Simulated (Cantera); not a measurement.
Feed: 1 mol SiC, 0.0032 mol Si, 3.6 mol H2, equilibrated at 0.320 bar.

These are equilibrium values from Cantera (NASA tables, ideal gas, pure condensed phases), not measurements of a reactor. Candidate condensed phases: C, C6H6, C7H8, C8H18, Si, SiC; 87 gas species. Gases not in the tables: Si2H6 and higher silanes. The numbers say what is thermodynamically allowed, not how fast it happens.

**Question.** At 1975 °C, list the 4 most abundant gas species with their mole fractions, and the condensed phases.

**Answer.** H2 0.986, H 0.0129, Si 0.000882, C2H2 (acetylene) 0.000212. Condensed: SiC(s).
